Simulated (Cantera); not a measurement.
What does this Cantera script print?

```python
import numpy as np
import cantera as ct

gas_names = """
    Fe FeO Fe(OH)2 H HO2 H2 H2O H2O2 H2S H2SO4 O OH O2 O3 S SH SO SO2 SO3 S2 S2O S8
""".split()
cond_names = """
    Fe(a) Fe(c) Fe(d) Fe(L) FeO(s) FeO(L) Fe(OH)2(s) Fe(OH)3(s) FeS(a) FeS(b) FeS(c) FeS(L) FeSO4(s)
    FeS2(s) Fe2O3(s) Fe2S3O12(s) Fe3O4(s) H2O(s) H2O(L) H2SO4(L) S(cr1) S(cr2) S(L)
""".split()


# ... load() reads the species with a 1 bar reference pressure and builds the phases ...
atoms = {
    'FeS': {'Fe': 1, 'S': 1},
    'H2': {'H': 2},
    'H2O': {'H': 2, 'O': 1},
}
top_T = {'FeSO4(s)': 950, 'FeS2(s)': 1010, 'Fe2O3(s)': 1830, 'Fe2S3O12(s)': 1100, 'Fe3O4(s)': 1870}  # K; cautious upper limits of use, not melting points


# ... equilibrate(T, P, feed) seeds the gas with the atoms and calls Mixture.equilibrate('TP', solver="vcs", rtol=1e-11, max_steps=5000) ...
results = []
T = 1598  # K
P = 74000  # Pa
for m in [2.5, 3.4, 4.7, 6.3, 8.6, 12, 16, 21, 29, 39, 53, 72, 98]:
    feed = {'FeS': 1, 'H2': m, 'H2O': 8.7}  # mol
    mix = equilibrate(T, P, feed)
    results.append((T, P, feed, dict(zip(mix.species_names, mix.species_moles))))
    x = sorted(zip(gas.X, gas.species_names), reverse=True)
    print(f"T = {T:g} K  P = {P:g} Pa  n(H2) = {m:g} mol  gas = {mix.phase_moles(0):.4g} mol")
    print("   x: " + "  ".join(f"{s} {v:.3e}" for v, s in x if v > 1e-05))
    print("   condensed (mol): " + ("  ".join(f"{mix.phase(i).name} {mix.phase_moles(i):.4g}"
          for i in range(1, mix.n_phases) if mix.phase_moles(i) > 1e-12) or "none"))
```

Result:

```
T = 1598 K  P = 74000 Pa  n(H2) = 2.5 mol  gas = 11.28 mol
   x: H2O 7.278e-01  H2 2.375e-01  H2S 2.768e-02  S2 3.393e-03  SO2 2.706e-03  SH 6.623e-04  SO 2.111e-04  S2O 3.324e-05  H 3.015e-05  Fe(OH)2 2.723e-05
   condensed (mol): FeO(s) 0.4295  FeS(L) 0.5702
T = 1598 K  P = 74000 Pa  n(H2) = 3.4 mol  gas = 12.15 mol
   x: H2O 6.817e-01  H2 2.883e-01  H2S 2.593e-02  S2 2.020e-03  SO2 1.243e-03  SH 5.631e-04  SO 1.257e-04  H 3.322e-05  Fe(OH)2 2.551e-05  S2O 1.527e-05
   condensed (mol): FeO(s) 0.3876  FeS(L) 0.6121
T = 1598 K  P = 74000 Pa  n(H2) = 4.7 mol  gas = 13.43 mol
   x: H2O 6.200e-01  H2 3.542e-01  H2S 2.358e-02  S2 1.107e-03  SO2 5.043e-04  SH 4.620e-04  SO 6.890e-05  H 3.682e-05  Fe(OH)2 2.320e-05
   condensed (mol): FeO(s) 0.3602  FeS(L) 0.6395
T = 1598 K  P = 74000 Pa  n(H2) = 6.3 mol  gas = 15.02 mol
   x: H2O 5.558e-01  H2 4.217e-01  H2S 2.114e-02  S2 6.276e-04  SH 3.796e-04  SO2 2.152e-04  H 4.018e-05  SO 3.906e-05  Fe(OH)2 2.080e-05
   condensed (mol): FeO(s) 0.3457  FeS(L) 0.654
T = 1598 K  P = 74000 Pa  n(H2) = 8.6 mol  gas = 17.31 mol
   x: H2 4.979e-01  H2O 4.829e-01  H2S 1.837e-02  S2 3.398e-04  SH 3.035e-04  SO2 8.574e-05  H 4.366e-05  SO 2.115e-05  Fe(OH)2 1.807e-05
   condensed (mol): FeO(s) 0.3366  FeS(L) 0.6631
T = 1598 K  P = 74000 Pa  n(H2) = 12 mol  gas = 20.71 mol
   x: H2 5.801e-01  H2O 4.040e-01  H2S 1.537e-02  SH 2.353e-04  S2 1.753e-04  H 4.713e-05  SO2 3.176e-05  Fe(OH)2 1.512e-05  SO 1.091e-05
   condensed (mol): FeO(s) 0.331  FeS(L) 0.6687
T = 1598 K  P = 74000 Pa  n(H2) = 16 mol  gas = 24.71 mol
   x: H2 6.479e-01  H2O 3.388e-01  H2S 1.289e-02  SH 1.867e-04  S2 9.877e-05  H 4.981e-05  SO2 1.344e-05  Fe(OH)2 1.268e-05
   condensed (mol): FeO(s) 0.3281  FeS(L) 0.6716
T = 1598 K  P = 74000 Pa  n(H2) = 21 mol  gas = 29.71 mol
   x: H2 6.948e-01  H2O 2.928e-01  H2S 1.208e-02  SH 1.690e-04  S2 7.550e-05  H 5.158e-05  Fe(OH)2 1.010e-05
   condensed (mol): Fe(c) 0.3684  FeS(L) 0.6312
T = 1598 K  P = 74000 Pa  n(H2) = 29 mol  gas = 37.71 mol
   x: H2 7.558e-01  H2O 2.307e-01  H2S 1.314e-02  SH 1.763e-04  S2 7.550e-05  H 5.379e-05
   condensed (mol): Fe(c) 0.508  FeS(L) 0.4917
T = 1598 K  P = 74000 Pa  n(H2) = 39 mol  gas = 47.71 mol
   x: H2 8.034e-01  H2O 1.823e-01  H2S 1.397e-02  SH 1.817e-04  S2 7.550e-05  H 5.546e-05
   condensed (mol): Fe(c) 0.6824  FeS(L) 0.3174
T = 1598 K  P = 74000 Pa  n(H2) = 53 mol  gas = 61.71 mol
   x: H2 8.440e-01  H2O 1.410e-01  H2S 1.468e-02  SH 1.863e-04  S2 7.550e-05  H 5.685e-05
   condensed (mol): Fe(c) 0.9266  FeS(L) 0.07319
T = 1598 K  P = 74000 Pa  n(H2) = 72 mol  gas = 80.71 mol
   x: H2 8.798e-01  H2O 1.078e-01  H2S 1.214e-02  SH 1.509e-04  H 5.804e-05  S2 4.755e-05
   condensed (mol): Fe(c) 0.9998
T = 1598 K  P = 74000 Pa  n(H2) = 98 mol  gas = 106.7 mol
   x: H2 9.091e-01  H2O 8.153e-02  H2S 9.206e-03  SH 1.126e-04  H 5.900e-05  S2 2.560e-05
   condensed (mol): Fe(c) 0.9998
```

Equilibrium computed with Cantera from the NASA thermochemical tables; the gas is ideal and each condensed phase is pure. Metal and sulfide melt together well below either melting point, which pure phases cannot show. Mutual solubility and eutectic melting of coexisting phases are not modelled. The tables' stoichiometric FeO is somewhat more stable than real wüstite, so its field is too wide. FeO, FeS: taken at fixed stoichiometry.
